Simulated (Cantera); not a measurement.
An isothermal, constant-pressure homogeneous reactor starts with C2H6 : H2 = 1 : 9.7 (molar parts), at 1075 K and 10000 Pa.

Model: GRI-Mech 3.0 (53 species, 325 reactions), integrated in Cantera. GRI-Mech 3.0 stops at C3 and has no aromatics, soot or wall deposition, so with more carbon than oxygen in the feed, carbon stays in small species such as C2H2 where larger ones or solid carbon would form.

Q: Predict: x(C2H6) at 1.00 s; x(H2) at 1.00 s; x(C2H4) at 1.00 s; x(CH4) at 1.00 s; x(C2H2) at 1.00 s.

A: x(C2H6) at 1.00 s: 0.0102 (gas-phase equilibrium 1.39e-5)
x(H2) at 1.00 s: 0.906 (gas-phase equilibrium 0.813)
x(C2H4) at 1.00 s: 0.0681 (gas-phase equilibrium 0.000212)
x(CH4) at 1.00 s: 0.0151 (gas-phase equilibrium 0.186)
x(C2H2) at 1.00 s: 0.00107 (gas-phase equilibrium 2.45e-5)
